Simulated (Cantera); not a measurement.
An adiabatic, constant-pressure homogeneous reactor starts with CO : H2 : CH4 : O2 : N2 = 1 : 0.046 : 0.12 : 0.736 : 2.77 (molar parts), at 1075 K and 10.0 bar.

Cantera simulation using GRI-Mech 3.0 (53 species, 325 reactions); the numbers are that mechanism's predictions, not measurements.

**Question.** Predict: time of steepest temperature rise; temperature at 1.00 s; equilibrium temperature; x(CO) at 1.00 s; x(H2) at 1.00 s; x(HCN) at 1.00 s; x(HO2) at 1.00 s; x(NO) at 1.00 s; x(CO2) at 1.00 s.

**Answer.** 
```json
{
  "time_of_steepest_temperature_rise": "1.38 ms",
  "temperature at 1.00 s": "2766 K",
  "equilibrium_temperature": "2766 K",
  "x(CO) at 1.00 s": "0.0612 (gas-phase equilibrium 0.0612)",
  "x(H2) at 1.00 s": "0.00266 (gas-phase equilibrium 0.00266)",
  "x(HCN) at 1.00 s": "2.33e-9 (gas-phase equilibrium 2.33e-9)",
  "x(HO2) at 1.00 s": "5.91e-6 (gas-phase equilibrium 5.91e-6)",
  "x(NO) at 1.00 s": "0.00938 (gas-phase equilibrium 0.00938)",
  "x(CO2) at 1.00 s": "0.199 (gas-phase equilibrium 0.199)"
}
```
